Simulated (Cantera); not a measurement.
Feed: 1 mol BN, 1.5 mol NF3, 2.9 mol N2, equilibrated at 1150 K and 1000 Pa.

These are equilibrium values from Cantera (NASA tables, ideal gas, pure condensed phases), not measurements of a reactor. Candidate condensed phases: B, BN; 13 gas species. The numbers say what is thermodynamically allowed, not how fast it happens.

Base state: N2 0.626, F 0.219, BF3 0.151, F2 0.00373 (mole fractions); condensed: gas only.

Task: What changes in the equilibrium state with this change: temperature from 1150 K to 773 K?

Result: 
| species | before | after |
|---|---|---|
| N2 | 0.626 | 0.700 |
| BF3 | 0.151 | 0.170 |
| F2 | 0.00373 | 0.102 |
| F | 0.219 | 0.0173 |
| NF3 | 9.80e-8 | 0.0110 |

Task: What changes in the equilibrium state with this change: temperature from 1150 K to 1373.15 K?

Result: 
```json
[
 {"species": "N2", "before": "0.626", "after": "0.624"},
 {"species": "F", "before": "0.219", "after": "0.225"},
 {"species": "BF3", "before": "0.151", "after": "0.150"},
 {"species": "F2", "before": "0.00373", "after": "0.000235"}
]
```
